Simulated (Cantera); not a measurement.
Input: 1 mol HgO, a varied amount of N2, at 1252 °C and 1 atm.

Cantera equilibrium calculation (NASA polynomials, part measured and part estimated; ideal gas, pure solids and liquids). Candidate condensed phases: Hg, HgO; 10 gas species. Rates play no part.

At 0.63 mol N2, list the 4 most abundant gas species with their mole fractions, and the condensed phases.

Hg 0.469, N2 0.295, O2 0.234, NO 0.000892. Condensed: gas only.
